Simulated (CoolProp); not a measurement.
Saturated liquid density (kg/m³) of n-perfluorobutane: the reference equation beside estimates from Tc = 386.3 K, pc = 2.322 MPa, ω = 0.372. Rackett uses Z = 0.29056 − 0.08775 ω.

Values from CoolProp's reference Helmholtz-energy equation of state, Gao 2022.

| T (K) | reference | Rackett | van der Waals | Redlich-Kwong | Peng-Robinson |
|---|---|---|---|---|---|
| 280.2 | (withheld) | 1703 | 960.1 | (withheld) | (withheld) |
| 285.5 | 1544 | 1680 | 947.6 | 1362 | 1645 |
| 290.9 | 1524 | 1656 | 934.4 | 1339 | 1620 |
| 296.3 | 1503 | 1631 | 920.9 | 1314 | 1593 |
| 301.7 | (withheld) | 1606 | 906.9 | 1289 | 1565 |
| 307.1 | (withheld) | 1580 | 892.4 | 1263 | 1536 |
| 312.5 | 1437 | 1553 | 877.3 | 1236 | 1505 |
| 317.9 | 1414 | 1525 | 861.7 | 1208 | 1473 |
| 323.2 | 1390 | 1496 | 845.7 | 1179 | 1439 |
| 328.6 | 1364 | 1466 | 828.6 | 1148 | 1402 |
| 334 | 1337 | 1435 | 810.7 | 1116 | 1363 |

Question: What belongs in the gaps?

Answer: 
- 280.2, reference: 1563
- 280.2, Redlich-Kwong: 1385
- 280.2, Peng-Robinson: 1668
- 301.7, reference: 1482
- 307.1, reference: 1460

Absolute difference from the reference over all 11 rows, mean and median: Rackett 8.2 and 8.2 %, van der Waals 38.9 and 38.9 %, Redlich-Kwong 13.7 and 13.5 %, Peng-Robinson 4.9 and 5.2 %.
